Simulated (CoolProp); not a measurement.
Vapour-liquid equilibrium of R114 (1) + n-heptane (2) at 293.7 K; x and y are mole fractions of (1).

Model: multi-fluid Helmholtz-energy mixture model, Platzer 1990 and Span 2003; pair parameters Bell 2016, in CoolProp. This equation is an older, rougher fit; its heat capacities, sound speeds and derivatives of the liquid may be far off and weren't checked against measurements.

```tsv
x	bubble pressure (MPa)	y at the bubble point	dew pressure at overall composition x (MPa)	liquid density (mol/L)
0.05	0.02004	0.767	0.005112	___
0.2	0.06040	0.932	0.006058	7.123
0.35	0.09174	0.961	0.007431	7.364
0.5	0.1155	0.973	0.009608	7.618
0.65	0.1351	0.981	0.01359	___
0.8	0.1542	0.988	0.02317	8.173
0.95	0.1766	___	0.07710	8.481
```

Q: Complete the blanks.

A: 
- 0.05, liquid density (mol/L): 6.893
- 0.65, liquid density (mol/L): 7.887
- 0.95, y at the bubble point: 0.997

No azeotrope shows between x = 0.05 and 0.95.

The pair parameters rest on a limited set of measurements; away from them the model extrapolates.
